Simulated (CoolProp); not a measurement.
CHF3 (R23) along the isotherm 212.8 K: fugacity coefficient from the reference equation and from simpler models built on Tc = 299.3 K, pc = 4.832 MPa, ω = 0.263; each cubic takes its own stable root.

The numbers come from the reference Helmholtz-energy equation of state, Penoncello 2003 in CoolProp.

```tsv
p (MPa)	phase	reference	van der Waals	Redlich-Kwong	Soave-Redlich-Kwong	Peng-Robinson
0.00764	gas	0.9981	0.9990	0.9986	0.9985	0.9984
0.0115	gas	0.9971	0.9984	0.9979	0.9977	0.9976
0.0174	gas	0.9956	0.9976	0.9968	0.9965	0.9963
0.0262	gas	0.9934	0.9964	0.9952	0.9947	0.9945
0.0396	gas	0.9900	0.9946	0.9928	0.9920	0.9916
0.0597	gas	0.9849	0.9919	0.9891	0.9880	0.9874
0.0901	gas	0.9772	0.9877	0.9836	0.9819	0.9809
0.136	gas	0.9655	0.9815	0.9753	0.9726	0.9713
0.205	gas	0.9478	0.9721	0.9627	0.9588	0.9568
0.466	liquid	0.6098	0.9365	0.9155	0.6223	0.6171
0.704	liquid	0.4065	0.9040	0.6290	0.4153	0.4114
1.06	liquid	0.2728	0.8477	0.4230	0.2792	0.2762
1.6	liquid	0.1836	0.5774	0.2857	0.1884	0.1860
2.42	liquid	0.1243	0.3980	0.1944	0.1281	0.1260
```

At some of these states van der Waals, Redlich-Kwong gives the other phase, because its saturation line lies elsewhere.
